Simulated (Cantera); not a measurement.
**Catalytic stagnation flow on Pt**

A jet of 3.68 % H2, 10.8 % O2, 85.5 % N2, equivalence ratio 0.17 at 300 K and 15.8 Torr hits a platinum plate 5.7 cm away at a mass flux of 0.034 kg/m²/s; the plate temperature is set and raised in steps from an oxygen-covered start.

Computed with Cantera and Deutschmann's 1995 Pt surface mechanism with GRI-Mech 3.0 gas chemistry. Catalytic surfaces can have several steady states; this one follows from the mechanism file's or the stated starting coverage.

```
plate T (K)  wall x H2  wall x O2  wall x H2O  wall x OH  θ free Pt   θ O*    θ OH*
-----------  ---------  ---------  ----------  ---------  ---------  -----  -------
500            0.00513     0.0741      0.0624      <1e-8      0.101  0.884   0.0141
550            0.00512     0.0742      0.0619      <1e-8      0.107  0.885  0.00803
600            0.00511     0.0743      0.0615      <1e-8      0.113  0.882  0.00500
650            0.00509     0.0744      0.0612      <1e-8      0.119  0.878  0.00332
700            0.00498     0.0743      0.0610      <1e-8      0.127  0.871  0.00237
750            0.00456     0.0740      0.0615      <1e-8      0.146  0.852  0.00183
800            0.00380     0.0733      0.0627      <1e-8      0.186  0.812  0.00153
```
x: mole fraction at the wall; θ: surface coverage.
